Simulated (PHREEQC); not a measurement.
1 kg of water holding 0.01 mol/kgw KCl, 0.012 mol/kgw NaHCO3 and 0.0095 mol/kgw Na2CO3 is evaporated at 25 °C; the solids stay in contact with the brine. The system is closed to CO2. Solids allowed: Halite, Kalicinite, Nahcolite, Natron, Sylvite, Trona. Others were left out.

Computed with PHREEQC (Pitzer model, pitzer.dat).

| water left (kg) | ionic strength | water activity | Nahcolite (mol) | Trona (mol) | Cl in solution (mol/kgw) | K in solution (mol/kgw) | Na in solution (mol/kgw) | pH |
|---|---|---|---|---|---|---|---|---|
| 1 | 0.0504 | 0.999 | 0 | 0 | 0.0100 | 0.0100 | 0.0310 | 9.92 |
| 0.6755 | 0.0747 | 0.998 | 0 | 0 | 0.0148 | 0.0148 | 0.0459 | 9.87 |
| 0.5552 | 0.0909 | 0.998 | 0 | 0 | 0.0180 | 0.0180 | 0.0558 | 9.85 |
| 0.375 | 0.135 | 0.997 | 0 | 0 | 0.0267 | 0.0267 | 0.0827 | 9.80 |
| 0.2533 | 0.199 | 0.996 | 0 | 0 | 0.0395 | 0.0395 | 0.122 | 9.75 |
| 0.2082 | 0.242 | 0.995 | 0 | 0 | 0.0480 | 0.0480 | 0.149 | (withheld) |
| 0.1407 | 0.359 | 0.992 | 0 | 0 | 0.0711 | 0.0711 | (withheld) | 9.67 |
| 0.09502 | 0.531 | 0.989 | 0 | 0 | 0.105 | 0.105 | 0.326 | 9.62 |
| 0.06418 | (withheld) | (withheld) | 0 | 0 | 0.156 | 0.156 | 0.483 | (withheld) |
| 0.05276 | 0.957 | 0.980 | 0 | 0 | 0.190 | 0.190 | 0.588 | 9.53 |
| 0.03564 | (withheld) | 0.971 | 0 | 0 | 0.281 | 0.281 | 0.870 | 9.46 |
| 0.02408 | 2.10 | 0.958 | 0 | 0 | 0.415 | 0.415 | 1.29 | 9.38 |
| 0.01979 | 2.55 | 0.949 | 0 | 0 | 0.505 | 0.505 | (withheld) | 9.35 |
| 0.01337 | 3.78 | 0.925 | 0 | 0 | 0.748 | 0.748 | 2.32 | 9.27 |
| 0.009032 | 5.13 | 0.900 | 0.00420 | 0 | 1.11 | 1.11 | 2.97 | 9.46 |
| 0.007428 | 5.98 | 0.883 | 0.00607 | 0 | 1.35 | 1.35 | 3.36 | 9.59 |
| 0.004988 | 7.95 | 0.835 | 0.00799 | 0.000713 | 2.00 | 2.00 | 4.18 | 9.86 |

Task: Complete the blanks.

Result: 
- 0.2082, pH: 9.73
- 0.1407, Na in solution (mol/kgw): 0.220
- 0.06418, ionic strength: 0.787
- 0.06418, water activity: 0.983
- 0.06418, pH: 9.56
- 0.03564, ionic strength: 1.42
- 0.01979, Na in solution (mol/kgw): 1.57
